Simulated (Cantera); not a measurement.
Input (Python, Cantera):

```python
import numpy as np
import cantera as ct

gas = ct.Solution("gri30.yaml")
gas.TPX = 1050, 17000, {'H2': 1.2, 'O2': 1, 'N2': 4.5, 'H2O': 0.018}
inlet = ct.Reservoir(gas, clone=True)

reactor = ct.IdealGasConstPressureReactor(gas, energy="off", clone=False)
exhaust = ct.Reservoir(gas, clone=True)
tau = [10, 3.3, 1.1, 0.34, 0.11, 0.036, 0.011, 0.0037, 0.0012, 0.00038][0]
for a, b in ((inlet, reactor), (reactor, exhaust)):
    ct.MassFlowController(a, b, mdot=lambda t: reactor.mass / tau)
net = ct.ReactorNet([reactor])
show = ['H2', 'O2', 'N2O', 'H2O2', 'H2O', 'O']

rows = []
print(f"{'tau/s':>10s}{'T/K':>9s}" + "".join(f"{s:>11s}" for s in show))
for tau in [10, 3.3, 1.1, 0.34, 0.11, 0.036, 0.011, 0.0037, 0.0012, 0.00038]:
    net.initial_time = 0.0
    net.advance(30 * tau)
    before = gas.X
    net.advance(40 * tau)
    drift = np.max(np.abs(gas.X - before) / (gas.X + 1e-9))
    rows.append([gas.T, *gas[show].X, drift])
    print(f"{tau:10.3e}{gas.T:9.1f}" + "".join(f"{x:11.3e}" for x in gas[show].X))
```

Output:

```
     tau/s      T/K         H2         O2        N2O       H2O2        H2O          O
 1.000e+01   1050.0  1.362e-04  6.542e-02  1.697e-07  4.630e-07  1.989e-01  1.029e-05
 3.300e+00   1050.0  2.849e-04  6.548e-02  1.380e-07  7.071e-07  1.987e-01  2.280e-05
 1.100e+00   1050.0  5.787e-04  6.559e-02  1.085e-07  9.936e-07  1.984e-01  4.950e-05
 3.400e-01   1050.0  1.199e-03  6.584e-02  8.035e-08  1.285e-06  1.976e-01  1.104e-04
 1.100e-01   1050.0  2.349e-03  6.631e-02  5.760e-08  1.501e-06  1.962e-01  2.310e-04
 3.600e-02   1050.0  4.469e-03  6.722e-02  3.978e-08  1.636e-06  1.934e-01  4.638e-04
 1.100e-02   1050.0  8.667e-03  6.914e-02  2.592e-08  1.683e-06  1.877e-01  9.368e-04
 3.700e-03   1050.0  1.569e-02  7.260e-02  1.710e-08  1.629e-06  1.774e-01  1.724e-03
 1.200e-03   1050.0  2.843e-02  7.933e-02  1.085e-08  1.481e-06  1.577e-01  3.051e-03
 3.800e-04   1050.0  5.101e-02  9.150e-02  6.271e-09  1.254e-06  1.238e-01  4.769e-03
```

Cantera simulation using GRI-Mech 3.0 (53 species, 325 reactions); the numbers are that mechanism's predictions, not measurements. The temperature is held fixed by assumption; the heat of reaction is taken as removed at once.
